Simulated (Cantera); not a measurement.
A Cantera script and its output.

```python
import numpy as np
import cantera as ct

gas = ct.Solution("gri30.yaml")
gas.TPX = 1923, 120000, {'CH4': 1, 'N2': 57}
reactor = ct.IdealGasConstPressureReactor(gas, energy="off", clone=False)
net = ct.ReactorNet([reactor])
net.rtol, net.atol = 1e-08, 1e-18
show = ['CH4', 'C2H2', 'C2H4', 'C2H', 'H2', 'C2H6', 'CH2']
times = np.geomspace(3e-06, 20, 10)

steps = ct.SolutionArray(gas, extra=["t"])
rows = []
print(f"{'t/s':>10s}{'T/K':>9s}{'P/Pa':>11s}" + "".join(f"{s:>11s}" for s in show))
for t in times:
    while net.time < t:
        t_next = net.step()
        steps.append(gas.state, t=t_next)
    rows.append([np.interp(t, steps.t, y) for y in (steps.T, steps.P, *steps(*show).X.T)])
    print(f"{t:10.3e}{rows[-1][0]:9.1f}{rows[-1][1]:11.4g}" + "".join(f"{x:11.3e}" for x in rows[-1][2:]))
rate = np.gradient(steps.T, steps.t)
print("integrator steps:", len(steps.t))
if steps.T.max() > steps.T[0] + 200:
    print(f"time of steepest temperature rise: {steps.t[rate.argmax()]:.4e} s")
gas.TPX = 1923, 120000, {'CH4': 1, 'N2': 57}
gas.equilibrate("TP")
print(f"equilibrium (TP): T = {gas.T:.1f} K  " + "  ".join(f"{s} {gas[s].X[0]:.3e}" for s in show))
```

Output:

```
       t/s      T/K       P/Pa        CH4       C2H2       C2H4        C2H         H2       C2H6        CH2
 3.000e-06   1923.0    1.2e+05  1.722e-02  2.362e-12  1.382e-09  1.282e-17  7.506e-06  1.243e-09  2.031e-09
 1.719e-05   1923.0    1.2e+05  1.712e-02  5.923e-09  5.098e-07  2.179e-13  5.910e-05  2.370e-07  6.622e-08
 9.852e-05   1923.0    1.2e+05  1.637e-02  8.192e-06  9.356e-05  1.549e-09  5.392e-04  1.362e-05  1.152e-06
 5.646e-04   1923.0    1.2e+05  8.532e-03  2.917e-03  9.238e-04  2.794e-07  1.102e-02  2.565e-05  3.512e-06
 3.236e-03   1923.0    1.2e+05  1.843e-03  7.436e-03  3.139e-05  5.548e-07  2.243e-02  1.175e-06  1.049e-06
 1.854e-02   1923.0    1.2e+05  2.850e-04  8.299e-03  3.309e-06  6.357e-07  2.490e-02  3.084e-08  1.967e-07
 1.063e-01   1923.0    1.2e+05  4.325e-05  8.422e-03  2.692e-06  6.505e-07  2.527e-02  7.366e-10  3.104e-08
 6.090e-01   1923.0    1.2e+05  8.296e-06  8.432e-03  2.685e-06  6.524e-07  2.532e-02  3.812e-11  6.005e-09
 3.490e+00   1923.0    1.2e+05  7.272e-06  8.410e-03  2.678e-06  6.508e-07  2.533e-02  3.189e-11  5.268e-09
 2.000e+01   1923.0    1.2e+05  8.011e-06  8.299e-03  2.643e-06  6.422e-07  2.533e-02  3.615e-11  5.807e-09
integrator steps: 1402
equilibrium (TP): T = 1923.0 K  CH4 2.903e-06  C2H2 5.944e-04  C2H4 1.895e-07  C2H 4.600e-08  H2 2.535e-02  C2H6 4.084e-12  CH2 2.107e-09
```

Computed with Cantera and GRI-Mech 3.0 (53 species, 325 reactions). GRI-Mech 3.0 stops at C3 and has no aromatics, soot or wall deposition, so with more carbon than oxygen in the feed, carbon stays in small species such as C2H2 where larger ones or solid carbon would form.
